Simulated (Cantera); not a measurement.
An isothermal, constant-pressure homogeneous reactor starts with C2H6 : N2 = 1 : 6.9 (molar parts), at 1550 K and 36.0 Torr.

Computed with Cantera and GRI-Mech 3.0 (53 species, 325 reactions). GRI-Mech 3.0 stops at C3 and has no aromatics, soot or wall deposition, so with more carbon than oxygen in the feed, carbon stays in small species such as C2H2 where larger ones or solid carbon would form. Radical loss at walls, strong at low pressure, is not modelled.

Question: Predict: x(C2H6) at 1.00 s; x(H) at 1.00 s; x(CH2) at 1.00 s; x(H2) at 1.00 s; x(HCN) at 1.00 s; x(CH3) at 1.00 s; x(C2H2) at 1.00 s.

Answer: 
| Quantity | Value |
|---|---|
| x(C2H6) at 1.00 s | 6.62e-6 (gas-phase equilibrium 5.12e-9) |
| x(H) at 1.00 s | 3.76e-5 (gas-phase equilibrium 6.49e-5) |
| x(CH2) at 1.00 s | 2.79e-8 (gas-phase equilibrium 9.32e-10) |
| x(H2) at 1.00 s | 0.162 (gas-phase equilibrium 0.201) |
| x(HCN) at 1.00 s | 5.78e-7 (gas-phase equilibrium 0.0956) |
| x(CH3) at 1.00 s | 0.000143 (gas-phase equilibrium 3.28e-6) |
| x(C2H2) at 1.00 s | 0.0885 (gas-phase equilibrium 0.0529) |
